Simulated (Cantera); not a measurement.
What does this Cantera script print?

```python
import numpy as np
import cantera as ct

gas = ct.Solution("gri30.yaml")
gas.TPX = 1623, 500000, {'CH3OH': 1, 'O2': 2.17, 'N2': 8.17, 'CO2': 0.029}
reactor = ct.IdealGasConstPressureReactor(gas, energy="on", clone=False)
net = ct.ReactorNet([reactor])
net.rtol, net.atol = 1e-08, 1e-16
show = ['CH3OH', 'O2', 'HCN', 'H2O', 'CH2']
times = np.geomspace(7e-06, 7, 15)

steps = ct.SolutionArray(gas, extra=["t"])
rows = []
print(f"{'t/s':>10s}{'T/K':>9s}{'P/Pa':>11s}" + "".join(f"{s:>11s}" for s in show))
for t in times:
    while net.time < t:
        t_next = net.step()
        steps.append(gas.state, t=t_next)
    rows.append([np.interp(t, steps.t, y) for y in (steps.T, steps.P, *steps(*show).X.T)])
    print(f"{t:10.3e}{rows[-1][0]:9.1f}{rows[-1][1]:11.4g}" + "".join(f"{x:11.3e}" for x in rows[-1][2:]))
rate = np.gradient(steps.T, steps.t)
print("integrator steps:", len(steps.t))
if steps.T.max() > steps.T[0] + 200:
    print(f"time of steepest temperature rise: {steps.t[rate.argmax()]:.4e} s")
gas.TPX = 1623, 500000, {'CH3OH': 1, 'O2': 2.17, 'N2': 8.17, 'CO2': 0.029}
gas.equilibrate("HP")
print(f"equilibrium (HP): T = {gas.T:.1f} K  " + "  ".join(f"{s} {gas[s].X[0]:.3e}" for s in show))
```

It prints:

```
       t/s      T/K       P/Pa      CH3OH         O2        HCN        H2O        CH2
 7.000e-06   1625.9      5e+05  8.493e-02  1.889e-01  4.846e-12  1.583e-03  2.302e-07
 1.878e-05   1759.0      5e+05  4.516e-02  1.620e-01  2.254e-10  3.711e-02  9.077e-07
 5.038e-05   2733.0      5e+05  1.123e-16  5.967e-02  8.704e-11  1.496e-01  2.317e-15
 1.351e-04   2747.4      5e+05  1.014e-16  5.851e-02  1.143e-10  1.506e-01  2.102e-15
 3.626e-04   2743.0      5e+05  1.010e-16  5.693e-02  1.650e-10  1.508e-01  2.035e-15
 9.726e-04   2735.5      5e+05  1.005e-16  5.427e-02  2.423e-10  1.512e-01  1.921e-15
 2.609e-03   2730.3      5e+05  1.002e-16  5.243e-02  2.911e-10  1.514e-01  1.843e-15
 7.000e-03   2729.8      5e+05  1.002e-16  5.224e-02  2.960e-10  1.514e-01  1.834e-15
 1.878e-02   2729.8      5e+05  1.002e-16  5.224e-02  2.961e-10  1.514e-01  1.834e-15
 5.038e-02   2729.8      5e+05  1.002e-16  5.224e-02  2.961e-10  1.514e-01  1.834e-15
 1.351e-01   2729.8      5e+05  1.002e-16  5.224e-02  2.961e-10  1.514e-01  1.834e-15
 3.626e-01   2729.8      5e+05  1.002e-16  5.224e-02  2.961e-10  1.514e-01  1.834e-15
 9.726e-01   2729.8      5e+05  1.002e-16  5.224e-02  2.961e-10  1.514e-01  1.834e-15
 2.609e+00   2729.8      5e+05  1.002e-16  5.224e-02  2.961e-10  1.514e-01  1.834e-15
 7.000e+00   2729.8      5e+05  1.002e-16  5.224e-02  2.961e-10  1.514e-01  1.834e-15
integrator steps: 1662
time of steepest temperature rise: 2.2750e-05 s
equilibrium (HP): T = 2729.8 K  CH3OH 1.041e-16  O2 5.224e-02  HCN 2.961e-10  H2O 1.514e-01  CH2 2.246e-15
```

Computed with Cantera and GRI-Mech 3.0 (53 species, 325 reactions). GRI-Mech 3.0 was tuned for natural gas; its chemistry of methanol as a main component is partial and can be far from experiment.
